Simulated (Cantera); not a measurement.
Feed: 1 mol c-C₄F₈, 9.7 mol H₂, at 10.0 Torr.

These are equilibrium values from Cantera (NASA tables, ideal gas, pure condensed phases), not measurements of a reactor. Candidate condensed phases: C, C₆H₆, C₇H₈, C₈H₁₈; 95 gas species. The feed counts by its element totals alone. Equilibrium is a limit: real reactors are often held back by kinetics, nucleation or transport.

### Question
At 3275 K, list the 5 most abundant gas species with their mole fractions, and the condensed phases.

### Answer
H 0.519, HF 0.314, F 0.0521, C₃ 0.0428, H₂ 0.0306. Condensed: gas only.
